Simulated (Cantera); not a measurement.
A closed system holds: 1 mol CH3F, 0.02 mol CH4, 0.01 mol HCl, equilibrated at 0.00120 bar.

These are equilibrium values from Cantera (NASA tables, ideal gas, pure condensed phases), not measurements of a reactor. Candidate condensed phases: C, C6H6, C7H8, C8H18; 118 gas species. Equilibrium is a limit: real reactors are often held back by kinetics, nucleation or transport. All values below are at 2577 °C.

Base state: H 0.577, HF 0.290, C3 0.0481, H2 0.0422, F 0.0184, C 0.00940, C2 0.00475, C2H 0.00311 (mole fractions); condensed: C(graphite).

Q: What changes in the equilibrium state with this change: HCl from 0.01 to 0.36 mol?

A: 
| species | before | after |
|---|---|---|
| H | 0.577 | 0.548 |
| HF | 0.290 | 0.237 |
| Cl | 0.00280 | 0.0833 |
| F | 0.0184 | 0.0159 |
| H2 | 0.0422 | 0.0381 |
| C3 | 0.0481 | 0.0481 |
| HCl | 0.000298 | 0.00842 |
| CF | 0.00153 | 0.00132 |
| C2H2 (acetylene) | 0.00166 | 0.00150 |
| C(graphite), mol | 0.447 | 0.326 |
